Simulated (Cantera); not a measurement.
An isothermal, constant-pressure homogeneous reactor starts with 9.90 % C2H6, 90.1 % N2, at 1125 K and 13300 Pa.

Model: GRI-Mech 3.0 (53 species, 325 reactions), integrated in Cantera. GRI-Mech 3.0 stops at C3 and has no aromatics, soot or wall deposition, so with more carbon than oxygen in the feed, carbon stays in small species such as C2H2 where larger ones or solid carbon would form.

Problem. Predict: x(C2H6) at 100 s; x(CH4) at 100 s; x(H2) at 100 s; x(C2H4) at 100 s; x(CH3) at 100 s; x(H) at 100 s.

Solution. 
```json
{
 "x(C2H6) at 100 s": "0.000179 (gas-phase equilibrium 3.21e-5)",
 "x(CH4) at 100 s": "0.0178 (gas-phase equilibrium 0.0678)",
 "x(H2) at 100 s": "0.116 (gas-phase equilibrium 0.0672)",
 "x(C2H4) at 100 s": "0.0304 (gas-phase equilibrium 0.00907)",
 "x(CH3) at 100 s": "9.12e-7 (gas-phase equilibrium 5.92e-7)",
 "x(H) at 100 s": "3.17e-7 (gas-phase equilibrium 3.18e-8)"
}
```
